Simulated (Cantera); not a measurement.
Input: 1 mol Mg(OH)2, 0.095 mol H2, 0.28 mol CO2, held at 0.720 Torr.

Method: chemical equilibrium by Gibbs-energy minimisation in Cantera with the NASA 1993 tables (ideal gas, pure condensed phases). Candidate condensed phases: C, C6H6, C7H8, C8H18, H2O, Mg, MgCO3, MgO, Mg(OH)2; 116 gas species. Rates play no part. All values below are at 1648 K.

Base state: H2O 0.756, CO2 0.174, H2 0.0398, CO 0.0294, H 0.000573, OH 0.000489, O2 4.96e-5 (mole fractions); condensed: MgO(s).

### Question
What changes in the equilibrium state with this change: H2 from 0.095 to 0.62 mol?

### Answer
```
species        before     after
-----------  --------  --------
H2O             0.756     0.608
H2             0.0398     0.243
CO             0.0294    0.0826
CO2             0.174    0.0646
Mg            1.78e-6   1.35e-5
O2            4.96e-5   8.62e-7
OH           0.000489  0.000159
MgO(s), mol     1.000     1.000
```
